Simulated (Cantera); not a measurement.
Feed: 1 mol Si, 2.6 mol H2O, 71 mol H2, equilibrated at 1 atm.

Cantera equilibrium calculation (NASA polynomials, part measured and part estimated; ideal gas, pure solids and liquids). Candidate condensed phases: H2O, Si, SiO2; 18 gas species. The tables hold silica as quartz up to 1696 K and as liquid above; real silica turns to tridymite and cristobalite and melts near 1996 K. Gases not in the tables: Si(OH)4. Equilibrium is a limit: real reactors are often held back by kinetics, nucleation or transport.

x: gas mole fraction; n: condensed amount in mol.

```
T (°C)   x H2    x H2O     x SiO  x H      x OH  n SiO2(β-quartz)  n SiO2(condensed)  n SiO2(l)
------  -----  -------  --------  ---  --------  ----------------  -----------------  ---------
975     0.992  0.00815  3.08e-11    ?  3.88e-11              1.00                  0          0
1050    0.992  0.00815  6.07e-10    ?  1.87e-10              1.00                  0          0
1125    0.992  0.00815   8.63e-9    ?  7.59e-10             1.000                  0          0
1200    0.992  0.00815   9.29e-8    ?   2.68e-9             1.000                  0          0
1275    0.992  0.00815   7.89e-7    ?   8.37e-9             1.000                  0          0
1350    0.992  0.00816   5.46e-6    ?   2.35e-8             1.000                  0          0
1425    0.992  0.00818   3.16e-5    ?   6.07e-8                 0              0.998          0
1500    0.991  0.00830  0.000151    ?   1.46e-7                 0              0.989          0
1575    0.990  0.00875  0.000609    ?   3.41e-7                 0              0.955          0
1650    0.987   0.0101   0.00198    ?   8.20e-7                 0              0.854          0
1725    0.980   0.0132   0.00511    ?   2.12e-6                 0                  0      0.622
```

Question: Some entries are withheld; supply them.

Answer: 
- 975, x H: 4.62e-7
- 1050, x H: 1.57e-6
- 1125, x H: 4.68e-6
- 1200, x H: 1.25e-5
- 1275, x H: 3.05e-5
- 1350, x H: 6.84e-5
- 1425, x H: 0.000143
- 1500, x H: 0.000281
- 1575, x H: 0.000524
- 1650, x H: 0.000930
- 1725, x H: 0.00158
